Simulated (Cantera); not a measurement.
What does this Cantera script print?

```python
import numpy as np
import cantera as ct

gas = ct.Solution("gri30.yaml")
gas.TPX = 2000, 500000, {'CH4': 1, 'CO2': 1.8}
reactor = ct.IdealGasConstPressureReactor(gas, energy="off", clone=False)
net = ct.ReactorNet([reactor])
net.rtol, net.atol = 1e-08, 1e-18
show = ['CH4', 'CO2', 'CH2O', 'C2H2', 'OH']
times = np.geomspace(8e-06, 60, 15)

steps = ct.SolutionArray(gas, extra=["t"])
rows = []
print(f"{'t/s':>10s}{'T/K':>9s}{'P/Pa':>11s}" + "".join(f"{s:>11s}" for s in show))
for t in times:
    while net.time < t:
        t_next = net.step()
        steps.append(gas.state, t=t_next)
    rows.append([np.interp(t, steps.t, y) for y in (steps.T, steps.P, *steps(*show).X.T)])
    print(f"{t:10.3e}{rows[-1][0]:9.1f}{rows[-1][1]:11.4g}" + "".join(f"{x:11.3e}" for x in rows[-1][2:]))
rate = np.gradient(steps.T, steps.t)
print("integrator steps:", len(steps.t))
if steps.T.max() > steps.T[0] + 200:
    print(f"time of steepest temperature rise: {steps.t[rate.argmax()]:.4e} s")
gas.TPX = 2000, 500000, {'CH4': 1, 'CO2': 1.8}
gas.equilibrate("TP")
print(f"equilibrium (TP): T = {gas.T:.1f} K  " + "  ".join(f"{s} {gas[s].X[0]:.3e}" for s in show))
```

It prints:

```
       t/s      T/K       P/Pa        CH4        CO2       CH2O       C2H2         OH
 8.000e-06   2000.0      5e+05  3.199e-01  6.317e-01  1.814e-04  1.050e-03  3.693e-06
 2.478e-05   2000.0      5e+05  2.338e-01  5.834e-01  1.834e-04  2.162e-02  8.818e-06
 7.678e-05   2000.0      5e+05  1.336e-01  4.814e-01  9.067e-05  7.044e-02  1.554e-05
 2.379e-04   2000.0      5e+05  5.381e-02  3.246e-01  5.186e-05  1.003e-01  3.102e-05
 7.369e-04   2000.0      5e+05  1.616e-02  1.735e-01  3.072e-05  9.679e-02  5.222e-05
 2.283e-03   2000.0      5e+05  1.133e-02  1.129e-01  1.132e-05  6.056e-02  3.858e-05
 7.072e-03   2000.0      5e+05  7.448e-03  7.273e-02  3.319e-06  2.450e-02  2.455e-05
 2.191e-02   2000.0      5e+05  2.688e-03  5.169e-02  9.153e-07  3.735e-03  1.744e-05
 6.787e-02   2000.0      5e+05  5.995e-05  4.717e-02  3.349e-07  8.872e-06  1.599e-05
 2.103e-01   2000.0      5e+05  1.301e-07  4.713e-02  3.237e-07  1.228e-10  1.602e-05
 6.514e-01   2000.0      5e+05  1.301e-07  4.713e-02  3.237e-07  1.228e-10  1.602e-05
 2.018e+00   2000.0      5e+05  1.301e-07  4.713e-02  3.237e-07  1.228e-10  1.602e-05
 6.252e+00   2000.0      5e+05  1.301e-07  4.713e-02  3.237e-07  1.228e-10  1.602e-05
 1.937e+01   2000.0      5e+05  1.301e-07  4.713e-02  3.237e-07  1.228e-10  1.602e-05
 6.000e+01   2000.0      5e+05  1.301e-07  4.713e-02  3.237e-07  1.228e-10  1.602e-05
integrator steps: 2203
equilibrium (TP): T = 2000.0 K  CH4 1.435e-07  CO2 4.713e-02  CH2O 3.237e-07  C2H2 1.356e-10  OH 1.602e-05
```

Detailed kinetics in Cantera: GRI-Mech 3.0 (53 species, 325 reactions).
